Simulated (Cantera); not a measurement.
A Cantera script and its output.

```python
import numpy as np
import cantera as ct

gas = ct.Solution("gri30.yaml")
gas.TPX = 1748, 75000, {'CH4': 1, 'H2': 0.54, 'O2': 3.29, 'N2': 33}
reactor = ct.IdealGasConstPressureReactor(gas, energy="on", clone=False)
net = ct.ReactorNet([reactor])
net.rtol, net.atol = 1e-08, 1e-16
show = ['CH4', 'H2', 'O2', 'CH3', 'CH2', 'NO2', 'CH2CO']
times = np.geomspace(2e-06, 7, 14)

steps = ct.SolutionArray(gas, extra=["t"])
rows = []
print(f"{'t/s':>10s}{'T/K':>9s}{'P/Pa':>11s}" + "".join(f"{s:>11s}" for s in show))
for t in times:
    while net.time < t:
        t_next = net.step()
        steps.append(gas.state, t=t_next)
    rows.append([np.interp(t, steps.t, y) for y in (steps.T, steps.P, *steps(*show).X.T)])
    print(f"{t:10.3e}{rows[-1][0]:9.1f}{rows[-1][1]:11.4g}" + "".join(f"{x:11.3e}" for x in rows[-1][2:]))
rate = np.gradient(steps.T, steps.t)
print("integrator steps:", len(steps.t))
if steps.T.max() > steps.T[0] + 200:
    print(f"time of steepest temperature rise: {steps.t[rate.argmax()]:.4e} s")
gas.TPX = 1748, 75000, {'CH4': 1, 'H2': 0.54, 'O2': 3.29, 'N2': 33}
gas.equilibrate("HP")
print(f"equilibrium (HP): T = {gas.T:.1f} K  " + "  ".join(f"{s} {gas[s].X[0]:.3e}" for s in show))
```

Result:

```
       t/s      T/K       P/Pa        CH4         H2         O2        CH3        CH2        NO2      CH2CO
 2.000e-06   1748.0    7.5e+04  2.643e-02  1.427e-02  8.697e-02  1.559e-06  5.738e-12  8.159e-20  3.654e-18
 6.374e-06   1748.0    7.5e+04  2.643e-02  1.427e-02  8.696e-02  7.688e-06  9.153e-11  9.499e-18  5.282e-15
 2.031e-05   1747.9    7.5e+04  2.639e-02  1.427e-02  8.695e-02  3.938e-05  1.342e-09  7.294e-16  5.248e-12
 6.474e-05   1748.2    7.5e+04  2.598e-02  1.417e-02  8.673e-02  3.608e-04  9.644e-08  6.889e-14  1.901e-08
 2.063e-04   2062.3    7.5e+04  1.752e-17  6.723e-03  3.174e-02  2.592e-16  7.990e-17  1.685e-09  1.043e-19
 6.576e-04   2210.2    7.5e+04  2.466e-18  4.456e-03  2.930e-02  3.700e-17  1.999e-17  1.516e-08  1.782e-20
 2.096e-03   2319.5    7.5e+04  4.340e-19  1.977e-03  2.768e-02  4.281e-18  3.436e-18  8.651e-08  2.732e-21
 6.680e-03   2349.3    7.5e+04  2.176e-19  1.248e-03  2.698e-02  1.669e-18  1.157e-18  2.566e-07  8.366e-22
 2.129e-02   2347.6    7.5e+04  2.152e-19  1.234e-03  2.641e-02  1.625e-18  1.107e-18  6.338e-07  8.059e-22
 6.785e-02   2343.2    7.5e+04  2.162e-19  1.232e-03  2.529e-02  1.599e-18  1.056e-18  1.366e-06  7.831e-22
 2.162e-01   2339.9    7.5e+04  2.169e-19  1.230e-03  2.447e-02  1.580e-18  1.018e-18  1.884e-06  7.655e-22
 6.892e-01   2339.6    7.5e+04  2.170e-19  1.230e-03  2.441e-02  1.578e-18  1.016e-18  1.921e-06  7.642e-22
 2.196e+00   2339.6    7.5e+04  2.170e-19  1.230e-03  2.441e-02  1.578e-18  1.016e-18  1.921e-06  7.642e-22
 7.000e+00   2339.6    7.5e+04  2.170e-19  1.230e-03  2.441e-02  1.578e-18  1.016e-18  1.921e-06  7.642e-22
integrator steps: 1648
time of steepest temperature rise: 1.5524e-04 s
equilibrium (HP): T = 2339.6 K  CH4 3.148e-19  H2 1.230e-03  O2 2.441e-02  CH3 2.290e-18  CH2 1.377e-18  NO2 1.921e-06  CH2CO 9.371e-22
```

Detailed kinetics in Cantera: GRI-Mech 3.0 (53 species, 325 reactions).
